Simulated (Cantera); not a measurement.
A closed system holds: 1 mol SiH₂Cl₂, 110 mol H₂, 0.64 mol Cl₂, held at 0.00140 bar.

These are equilibrium values from Cantera (NASA tables, ideal gas, pure condensed phases), not measurements of a reactor. Candidate condensed phases: Si; 19 gas species. Equilibrium is a limit: real reactors are often held back by kinetics, nucleation or transport.

Over these rows the condensed part is Si(s). Partial pressures as log10 of bar:

| T (K) | 1000/T (1/K) | log p SiCl₄ | log p H₂ | log p HCl |
|---|---|---|---|---|
| 1025 | 0.9756 | -5.96 | -2.86 | -4.50 |
| 1125 | 0.8889 | -7.01 | -2.87 | -4.45 |
| 1225 | 0.8163 | -8.07 | -2.87 | -4.44 |
| 1325 | 0.7547 | -8.98 | -2.87 | -4.45 |
| 1425 | 0.7018 | -9.77 | -2.87 | -4.45 |
| 1525 | 0.6557 | ? | -2.87 | -4.46 |

### Question
Fit log p(SiCl₄) = a + b·(1000/T) to the five rows, give the apparent enthalpy, and predict the row at 1525 K.

### Answer
Means: 1000/T = 0.8275, log p = -7.958. Sxy = 0.657535, Sxx = 0.0469293, so b = 14.01 and a = -7.958 − (14.01)×0.8275 = -19.55.
Apparent enthalpy: −19.145 × (14.01) = -268 kJ/mol. With the condensed phases at unit activity, Si(s) + 4 HCl(g) = SiCl₄(g) + 2 H₂(g) links this pressure to the main gases: over the six rows their terms move log p by +0.18 in all, so the slope is close to that reaction's ΔH°. The five rows lie within 0.09 of the line.
Prediction at 1525 K: -19.55 + (14.01)×0.6557 = -10.36. The computed value is -10.46, 0.10 from the line.
